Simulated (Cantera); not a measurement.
**Low-pressure radical oxidation in H2/O2**

A perfectly stirred reactor is fed with H₂ : O₂ : N₂ : H₂O = 0.19 : 1 : 3.5 : 0.0054 (molar parts), equivalence ratio 0.095, at 20.0 Torr; it is held at 1350 K, and followed from long to short residence time.

Computed with Cantera and the H2/O2 subset of GRI-Mech 3.0, which has no nitrogen chemistry. Radical loss at walls, strong at low pressure, is not modelled. The temperature is held fixed by assumption; the heat of reaction is taken as removed at once.

```tsv
τ (s)	x H₂	x O₂	x HO₂	x H	x O	x OH	x H₂O
2.0	0.000143	0.196	6.40e-7	0.000167	0.00118	0.000926	0.0417
0.60	0.000304	0.195	9.21e-7	0.000528	0.00254	0.00136	0.0411
0.18	0.000613	0.193	1.19e-6	0.00154	0.00519	0.00192	0.0399
0.054	0.00112	0.191	1.37e-6	0.00381	0.00946	0.00257	0.0378
0.016	0.00182	0.189	1.46e-6	0.00708	0.0141	0.00314	0.0350
0.0048	0.00291	0.188	1.50e-6	0.00963	0.0164	0.00359	0.0322
0.0014	0.00565	0.190	1.53e-6	0.0107	0.0151	0.00410	0.0286
0.00042	0.0130	0.195	1.50e-6	0.00948	0.0107	0.00431	0.0217
```
x: mole fraction; the columns are a selection and need not sum to one.
